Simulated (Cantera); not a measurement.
Cantera with NASA thermochemical tables; ideal gases at 1 bar, condensed phases pure. Values are per mole of reaction as written; species without (g) are pure solids or liquids, kept so even where they would boil at 1 bar.

CH4(g) ⇌ C + 4 H(g), with ΔH° = 946.7 kJ and ΔS° = 278.6 J/K at 300 K.

**Question.** How far is the shortcut ΔG° ≈ ΔH°(300 K) − T·ΔS°(300 K) from the full temperature-dependent value at 775, 825, 875, 925, 975 K?

**Answer.** 
```csv
T (K),shortcut (kJ),full (kJ),difference (kJ),difference in log10 K
775,730.8,717.0,13.8,-0.93
825,716.9,700.6,16.2,-1.03
875,702.9,684.1,18.8,-1.12
925,689.0,667.5,21.5,-1.21
975,675.1,650.8,24.3,-1.30
```
The shortcut ignores the heat-capacity change of the reaction.
